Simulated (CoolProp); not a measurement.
Saturation properties of n-perfluoropentane (Tc = 147.9 °C, pc = 20.63 bar, ω = 0.436).

Values from CoolProp's reference Helmholtz-energy equation of state, Gao 2022.

```tsv
T (°C)	p (bar)	enthalpy of vaporisation (kJ/kg)	vapour Z
10.55	(withheld)	95.98	0.9677
20.85	0.7353	(withheld)	(withheld)
31.05	1.080	(withheld)	0.9412
41.35	1.544	86.94	0.9236
51.65	2.149	83.54	(withheld)
61.95	2.922	(withheld)	0.8783
72.15	3.878	(withheld)	0.8502
82.45	5.068	(withheld)	0.8173
```

### Question
Complete the blanks.

### Answer

- 10.55, p (bar): 0.4819
- 20.85, enthalpy of vaporisation (kJ/kg): 93.11
- 20.85, vapour Z: 0.9557
- 31.05, enthalpy of vaporisation (kJ/kg): 90.13
- 51.65, vapour Z: 0.9027
- 61.95, enthalpy of vaporisation (kJ/kg): 79.91
- 72.15, enthalpy of vaporisation (kJ/kg): 76.02
- 82.45, enthalpy of vaporisation (kJ/kg): 71.74

It boils at 29.3 °C under 1 atm.
